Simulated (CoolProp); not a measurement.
The numbers come from the reference Helmholtz-energy equation of state, Lemmon 2006 in CoolProp. It is a short technical equation, of lower accuracy than the large ones.

Question: Give the vapour pressure (MPa), liquid density (kg/m³), enthalpy of vaporisation (kJ/kg) of saturated R142b at 269.5, 387.7 K.

Answer: 
```
T (K)  p (MPa)  liquid density (kg/m³)  enthalpy of vaporisation (kJ/kg)
-----  -------  ----------------------  --------------------------------
269.5    0.126                    1180                               220
387.7     2.72                     799                               108
```
